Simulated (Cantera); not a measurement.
A closed system holds: 1 mol FeS2, a varied amount of O2, held at 898.15 K and 1.00 bar.

Cantera equilibrium calculation (NASA polynomials, part measured and part estimated; ideal gas, pure solids and liquids). Candidate condensed phases: Fe, FeO, FeS, FeSO4, FeS2, Fe2O3, Fe2(SO4)3, Fe3O4, S; 12 gas species. Gases not in the tables: S3 to S7. Rates play no part.

Which condensed phases are stable at each of these points (n(O2) (mol)): 0.7, 1.3, 1.8, 2.4, 2.9, 3.5, 4.1, 4.6, 5.2, 5.7, 6.3, 6.9?


```
n(O2) (mol)         condensed phases  Fe condensed (%)
-----------  -----------------------  ----------------
0.7               FeS2(s) + Fe3O4(s)             100.0
1.3               FeS2(s) + Fe3O4(s)             100.0
1.8               FeS2(s) + Fe3O4(s)             100.0
2.4               FeS2(s) + Fe3O4(s)             100.0
2.9              FeSO4(s) + Fe2O3(s)             100.0
3.5          FeSO4(s) + Fe2(SO4)3(s)             100.0
4.1                     Fe2(SO4)3(s)             100.0
4.6                     Fe2(SO4)3(s)             100.0
5.2                     Fe2(SO4)3(s)             100.0
5.7                     Fe2(SO4)3(s)             100.0
6.3                     Fe2(SO4)3(s)             100.0
6.9                     Fe2(SO4)3(s)             100.0
```

From 0.7 mol O2 to 2.4 mol O2 the condensed part is FeS2(s) + Fe3O4(s). At 2.9 mol O2 the condensed part is FeSO4(s) + Fe2O3(s). At 3.5 mol O2 the condensed part is FeSO4(s) + Fe2(SO4)3(s). From 4.1 mol O2 to 6.9 mol O2 the condensed part is Fe2(SO4)3(s).
